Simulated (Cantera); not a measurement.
A closed system holds: 1 mol SiHCl3, 68 mol N2, 0.57 mol H2, at 1500 K and 0.100 bar.

Method: chemical equilibrium by Gibbs-energy minimisation in Cantera with the NASA 1993 tables (ideal gas, pure condensed phases). Candidate condensed phases: NH4Cl, Si, Si3N4; 28 gas species. The tables' values for SiCl3 are old estimates; treat these amounts as uncertain. Equilibrium is a limit: real reactors are often held back by kinetics, nucleation or transport.

Base state: N2 0.966, HCl 0.0245, SiCl2 0.00396, H2 0.00302, SiCl4 0.00155, SiCl3 0.00139, Cl 2.00e-5, SiHCl3 1.98e-5 (mole fractions); condensed: Si3N4(s).

What changes in the equilibrium state with this change: N2 from 68 to 13 mol?


```csv
species,before,after
N2,0.966,0.845
HCl,0.0245,0.103
H2,0.00302,0.0196
SiCl4,0.00155,0.0128
SiCl2,0.00396,0.0119
SiHCl3,1.98e-5,0.000252
SiCl3,0.00139,0.00695
"Si3N4(s), mol",0.172,0.174
```

What changes in the equilibrium state with this change: H2 from 0.57 to 91 mol?


```csv
species,before,after
H2,0.00302,0.561
N2,0.966,0.420
HCl,0.0245,0.0187
SiCl2,0.00396,2.16e-5
SiCl4,0.00155,2.64e-8
SiCl3,0.00139,4.24e-7
"Si3N4(s), mol",0.172,0.332
```

What changes in the equilibrium state with this change: temperature from 1500 K to 1450 K?


```
species         before    after
-------------  -------  -------
N2               0.966    0.966
HCl             0.0245   0.0252
H2             0.00302  0.00270
SiCl2          0.00396  0.00228
SiCl4          0.00155  0.00236
Cl             2.00e-5  1.18e-5
SiCl3          0.00139  0.00121
SiHCl3         1.98e-5  2.18e-5
Si3N4(s), mol    0.172    0.196
```
N2 is the only nitrogen source here; it is nearly inert below about 1500 K, so the nitride shown seldom forms there in practice.
